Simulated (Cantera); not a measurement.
Feed: 1 mol Al(CH₃)₃, 26 mol O₂, 2.1 mol N₂, held at 13.3 mbar.

Equilibrium computed with Cantera from the NASA thermochemical tables; the gas is ideal and each condensed phase is pure. Candidate condensed phases: Al, AlN, Al₂O₃, C, C₆H₆, C₇H₈, C₈H₁₈, H₂O; 148 gas species. The feed counts by its element totals alone. Equilibrium is a limit: real reactors are often held back by kinetics, nucleation or transport. All values below are at 602 °C.

Base state: O₂ 0.676, H₂O 0.152, CO₂ 0.101, N₂ 0.0709 (mole fractions); condensed: Al₂O₃(s).

Task: What changes in the equilibrium state with this change: O₂ from 26 to 1.7 mol?

Result: 
```json
[
 {"species": "H₂", "before": "<1e-9", "after": "0.528"},
 {"species": "N₂", "before": "0.0709", "after": "0.250"},
 {"species": "CO", "before": "<1e-9", "after": "0.208"},
 {"species": "O₂", "before": "0.676", "after": "<1e-9"},
 {"species": "H₂O", "before": "0.152", "after": "0.00597"},
 {"species": "CO₂", "before": "0.101", "after": "0.00622"},
 {"species": "CH₄", "before": "<1e-9", "after": "0.00162"},
 {"species": "Al₂O₃(s), mol", "before": "0.500", "after": "0.500"},
 {"species": "C(graphite), mol", "before": "0", "after": "1.19"}
]
```
